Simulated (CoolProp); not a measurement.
Vapour pressure (MPa) of dimethyl carbonate: the reference equation beside estimates from Tc = 283.9 °C, pc = 4.909 MPa, ω = 0.346. Clausius-Clapeyron is anchored at 64.25 °C with a constant enthalpy of vaporisation of 35.42 kJ/mol.

The numbers come from the reference Helmholtz-energy equation of state, Zhou 2011 in CoolProp.

```tsv
T (°C)	reference	Lee-Kesler	Clausius-Clapeyron	van der Waals	Redlich-Kwong	Soave-Redlich-Kwong	Peng-Robinson
64.25	0.04119	0.03951	0.04119	0.4504	0.1110	0.03983	0.04086
76.35	0.06403	?	0.06377	0.5495	0.1584	0.06243	0.06353
88.55	0.09640	0.09454	0.09620	0.6633	0.2202	0.09475	0.09576
100.75	?	0.1392	?	0.7919	0.2983	0.1393	0.1399
112.85	0.1989	0.1985	0.2019	0.9346	0.3941	0.1984	0.1984
125.05	0.2752	0.2766	0.2832	1.095	0.5115	?	0.2752
137.15	0.3715	0.3755	0.3882	1.270	0.6507	0.3753	0.3726
149.35	0.4930	?	?	1.464	0.8164	0.5009	0.4960
```

Problem. What belongs in the gaps?

Solution. 
- 76.35, Lee-Kesler: 0.06213
- 100.75, reference: 0.1406
- 100.75, Clausius-Clapeyron: 0.1413
- 125.05, Soave-Redlich-Kwong: 0.2763
- 149.35, Lee-Kesler: 0.5004
- 149.35, Clausius-Clapeyron: 0.5240

Absolute difference from the reference over all 8 rows, mean and median: Lee-Kesler 1.7 and 1.3 %, Clausius-Clapeyron 2.0 and 1.0 %, van der Waals 488.7 and 416.6 %, Redlich-Kwong 110.3 and 105.2 %, Soave-Redlich-Kwong 1.5 and 1.3 %, Peng-Robinson 0.5 and 0.6 %.
